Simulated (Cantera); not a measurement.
Input: 1 mol Fe3O4, 0.26 mol H2O, equilibrated at 0.0133 bar.

Equilibrium computed with Cantera from the NASA thermochemical tables; the gas is ideal and each condensed phase is pure. Candidate condensed phases: Fe, FeO, Fe(OH)2, Fe(OH)3, Fe2O3, Fe3O4, H2O; 12 gas species. Rates play no part.

log p: log10 of the partial pressure in bar; n: condensed amount in mol.

| T (°C) | log p H2O | log p H2 | log p O2 | log p OH | log p H | n Fe3O4(s) |
|---|---|---|---|---|---|---|
| 552 | -1.88 | -6.74 | <-13 | -12.97 | <-13 | 1.000 |
| 652 | -1.88 | -6.72 | -12.53 | -11.03 | -12.94 | 1.000 |
| 752 | -1.88 | -6.68 | -9.88 | -9.47 | -11.70 | 1.000 |
| 852 | -1.88 | -6.63 | -7.72 | -8.20 | -10.67 | 1.000 |
| 952 | -1.88 | [?] | [?] | [?] | [?] | 1.00 |
| 1052 | -1.88 | [?] | [?] | [?] | [?] | 1.00 |
| 1152 | -1.88 | -5.26 | -5.59 | -6.07 | -7.80 | 1.00 |
| 1252 | -1.88 | -4.86 | -5.20 | -5.58 | -7.05 | 1.000 |
| 1352 | -1.88 | -4.50 | -4.85 | -5.15 | -6.40 | 1.000 |

Q: What belongs in the gaps?

A: 
- 952, log p H2: -6.26
- 952, log p O2: -6.58
- 952, log p OH: -7.29
- 952, log p H: -9.64
- 1052, log p H2: -5.72
- 1052, log p O2: -6.05
- 1052, log p OH: -6.64
- 1052, log p H: -8.65
